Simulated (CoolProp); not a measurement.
Vapour-liquid equilibrium of toluene (1) + ethylbenzene (2) at 631 kPa; x and y are mole fractions of (1).

Computed with CoolProp (multi-fluid Helmholtz-energy mixture model, Lemmon 2006 and Zhou 2012; pair parameters Bell 2016).

```csv
x,bubble temperature (°C),y at the bubble point,dew temperature at overall composition x (°C),liquid density (mol/L)
0.05,218.8,[?],219.4,[?]
0.125,216.1,0.180,[?],6.426
0.2,213.6,[?],215.6,6.512
0.275,211.2,0.367,213.7,6.598
0.35,208.9,0.452,211.7,6.685
0.425,206.7,0.532,209.7,6.772
0.5,204.5,0.607,[?],6.861
0.575,202.3,0.678,205.4,6.951
0.65,200.2,0.745,203.2,7.042
0.725,198.1,0.808,[?],7.134
0.8,[?],0.866,198.3,7.226
0.875,193.9,0.920,195.6,7.319
0.95,191.8,0.970,192.6,7.413
```

Question: What belongs in the gaps?

Answer: 
- 0.05, y at the bubble point: 0.075
- 0.05, liquid density (mol/L): 6.341
- 0.125, dew temperature at overall composition x (°C): 217.5
- 0.2, y at the bubble point: 0.277
- 0.5, dew temperature at overall composition x (°C): 207.6
- 0.725, dew temperature at overall composition x (°C): 200.8
- 0.8, bubble temperature (°C): 195.9

No azeotrope shows between x = 0.05 and 0.95.

The pair parameters rest on a limited set of measurements; away from them the model extrapolates.
